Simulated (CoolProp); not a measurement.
Properties of octamethylcyclotetrasiloxane (D4) along the isotherm 270.95 °C (Tc = 313.4 °C, pc = 1.347 MPa, ω = 0.598).

Computed with CoolProp (reference Helmholtz-energy equation of state, Thol 2015).

```
p (MPa)   phase  cv (kJ/(kg K))  expansivity (1/kK)
-------  ------  --------------  ------------------
0.612       gas           1.900               5.731
1.22     liquid           1.931               3.953
1.84     liquid           1.928               3.349
2.45     liquid           1.926               2.966
3.06     liquid           1.924               2.693
3.67     liquid           1.922               2.485
4.29     liquid           1.921               2.317
4.9      liquid           1.920               2.183
5.51     liquid           1.919               2.070
6.12     liquid           1.918               1.974
6.74     liquid           1.918               1.890
```
